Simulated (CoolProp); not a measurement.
Saturation properties of chlorine.

Computed with CoolProp (reference Helmholtz-energy equation of state, Thol 2021).

| T (°C) | p (bar) | liquid density (kg/m³) | vapour density (kg/m³) | liquid cp (kJ/(kg K)) |
|---|---|---|---|---|
| -79.95 | 0.07661 | 1688 | 0.3395 | 0.9409 |
| -77.45 | 0.09136 | 1681 | 0.3999 | 0.9403 |
| -74.95 | 0.1084 | 1675 | 0.4688 | 0.9397 |
| -72.45 | 0.1280 | 1668 | 0.5470 | 0.9392 |
| -69.85 | 0.1514 | 1661 | 0.6392 | 0.9388 |
| -67.35 | 0.1771 | 1654 | 0.7394 | 0.9384 |
| -64.85 | 0.2063 | 1648 | 0.8517 | 0.9381 |
| -62.35 | 0.2394 | 1641 | 0.9774 | 0.9379 |
| -59.85 | 0.2766 | 1634 | 1.117 | 0.9377 |
| -57.25 | 0.3202 | 1627 | 1.279 | 0.9377 |
| -54.75 | 0.3672 | 1620 | 1.452 | 0.9376 |
| -52.25 | 0.4196 | 1614 | 1.643 | 0.9377 |

It boils at -34.0 °C under 1 atm.
